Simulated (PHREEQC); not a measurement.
A PHREEQC speciation (ion-association model, phreeqc.dat) at 25 °C gives pH 3.41 and these molalities:

| species | mol/kgw |
|---|---|
| Cd+2 | 0.00346 |
| SO4-2 | 0.00341 |
| CdSO4 | 0.00130 |
| Cl- | 0.000432 |
| H+ | 0.000430 |
| HSO4- | 9.03e-5 |
| CdCl+ | 8.79e-5 |
| Cd(SO4)2-2 | 4.94e-5 |
| CdCl2 | 1.24e-7 |

Q: What are the element totals, and what could have been dissolved in 1 kg of water to give them?

A: Several could match; the one computed here: totals Cd 0.00490, Cl 0.000520, S(6) 0.00490 mol/kgw, from 0.0049 mol/kgw CdSO4 and 0.00052 mol/kgw HCl.

Precipitation was switched off in this run.
